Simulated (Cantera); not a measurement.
# Thermodynamics of tantalum, niobium, vanadium and zirconium in process gases, feed V + H2O + H2

Charge: 1 mol V, 0.033 mol H2O, 45 mol H2, at 9.20 Pa.

Method: chemical equilibrium by Gibbs-energy minimisation in Cantera with the NASA 1993 tables (ideal gas, pure condensed phases). Candidate condensed phases: H2O, V, VO, V2O3, V2O4, V2O5; 12 gas species. Mutual solubility and eutectic melting of coexisting phases are not modelled. VO: taken at fixed stoichiometry. Condensed phases not in the tables: N, O or C dissolved in the metal. Rates play no part.

From 1323 K to 1773 K the condensed part is V(s) + VO(s). At 1923 K the condensed part is V(s). From 2073 K to 2823 K nothing is condensed.

```tsv
T (K)	x H2	x H	x V	x VO	n V(s)	n VO(s)
1323	1.000	0.000165	4.04e-9	1.87e-9	0.967	0.0329
1473	0.999	0.00132	4.56e-7	2.64e-7	0.967	0.0325
1623	0.993	0.00718	2.13e-5	1.44e-5	0.968	0.0307
1773	0.970	0.0292	0.000513	0.000389	0.949	0.00900
1923	0.899	0.0931	0.00745	0.000660	0.614	0
2073	0.744	0.237	0.0185	0.000614	0	0
2223	0.508	0.476	0.0160	0.000523	0	0
2373	0.253	0.733	0.0133	0.000418	0	0
2523	0.0950	0.893	0.0117	0.000300	0	0
2673	0.0320	0.956	0.0112	0.000142	0	0
2823	0.0112	0.977	0.0111	4.21e-5	0	0
```
x: gas mole fraction; n: condensed amount in mol.
